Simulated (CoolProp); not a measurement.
Vapour-liquid equilibrium of cyclohexane (1) + n-nonane (2) at 427.4 K; x and y are mole fractions of (1).

The numbers come from the multi-fluid Helmholtz-energy mixture model, Zhou 2014 and Lemmon 2006; pair parameters Bell 2016 in CoolProp.

```csv
x,"bubble pressure, mixture model (bar)","bubble pressure, Raoult's law (bar)","y, mixture model","y, Raoult's law"
0.05,…,1.356,0.203,0.222
0.2,…,2.091,0.534,0.575
0.35,…,2.827,…,0.745
0.5,3.368,3.563,…,0.844
0.65,…,4.299,0.890,0.910
0.8,4.906,5.035,0.947,0.956
0.95,5.737,5.771,0.989,0.990
```

What belongs in the gaps?


- 0.05, bubble pressure, mixture model (bar): 1.342
- 0.2, bubble pressure, mixture model (bar): 2.009
- 0.35, bubble pressure, mixture model (bar): 2.673
- 0.35, y, mixture model: 0.704
- 0.5, y, mixture model: 0.813
- 0.65, bubble pressure, mixture model (bar): 4.112

The largest gap from Raoult's law is -5.5 % in bubble pressure, at x = 0.5. No azeotrope shows between x = 0.05 and 0.95.

The pair parameters rest on a limited set of measurements; away from them the model extrapolates.
